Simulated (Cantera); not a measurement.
A Cantera script and its output.

```python
import numpy as np
import cantera as ct

gas = ct.Solution("gri30.yaml")
gas.TPX = 1073, 1333, {'C2H6': 1, 'N2': 38}
reactor = ct.IdealGasConstPressureReactor(gas, energy="off", clone=False)
net = ct.ReactorNet([reactor])
net.rtol, net.atol = 1e-08, 1e-18
show = ['C2H6', 'H2', 'C2H2', 'HCN', 'H']
times = np.geomspace(2e-05, 9, 9)

steps = ct.SolutionArray(gas, extra=["t"])
rows = []
print(f"{'t/s':>10s}{'T/K':>9s}{'P/Pa':>11s}" + "".join(f"{s:>11s}" for s in show))
for t in times:
    while net.time < t:
        t_next = net.step()
        steps.append(gas.state, t=t_next)
    rows.append([np.interp(t, steps.t, y) for y in (steps.T, steps.P, *steps(*show).X.T)])
    print(f"{t:10.3e}{rows[-1][0]:9.1f}{rows[-1][1]:11.4g}" + "".join(f"{x:11.3e}" for x in rows[-1][2:]))
rate = np.gradient(steps.T, steps.t)
print("integrator steps:", len(steps.t))
if steps.T.max() > steps.T[0] + 200:
    print(f"time of steepest temperature rise: {steps.t[rate.argmax()]:.4e} s")
gas.TPX = 1073, 1333, {'C2H6': 1, 'N2': 38}
gas.equilibrate("TP")
print(f"equilibrium (TP): T = {gas.T:.1f} K  " + "  ".join(f"{s} {gas[s].X[0]:.3e}" for s in show))
```

It prints:

```
       t/s      T/K       P/Pa       C2H6         H2       C2H2        HCN          H
 2.000e-05   1073.0       1333  2.564e-02  1.328e-14  1.159e-24  3.080e-28  1.763e-13
 1.018e-04   1073.0       1333  2.564e-02  3.772e-13  5.561e-22  3.921e-26  1.156e-12
 5.180e-04   1073.0       1333  2.564e-02  4.144e-11  3.538e-19  5.169e-24  3.555e-11
 2.636e-03   1073.0       1333  2.564e-02  7.767e-09  4.533e-16  4.756e-21  1.234e-09
 1.342e-02   1073.0       1333  2.564e-02  1.034e-06  2.958e-12  1.399e-16  3.036e-08
 6.828e-02   1073.0       1333  2.555e-02  7.880e-05  1.461e-08  6.348e-13  3.511e-07
 3.475e-01   1073.0       1333  2.416e-02  1.330e-03  4.799e-06  1.224e-11  7.356e-07
 1.768e+00   1073.0       1333  1.664e-02  8.156e-03  1.973e-04  2.739e-11  9.307e-07
 9.000e+00   1073.0       1333  1.544e-03  2.389e-02  3.078e-03  3.912e-11  1.009e-06
integrator steps: 689
equilibrium (TP): T = 1073.0 K  C2H6 2.273e-07  H2 4.053e-02  C2H2 8.457e-03  HCN 2.579e-02  H 2.459e-08
```

Detailed kinetics in Cantera: GRI-Mech 3.0 (53 species, 325 reactions). GRI-Mech 3.0 stops at C3 and has no aromatics, soot or wall deposition, so with more carbon than oxygen in the feed, carbon stays in small species such as C2H2 where larger ones or solid carbon would form. Radical loss at walls, strong at low pressure, is not modelled.
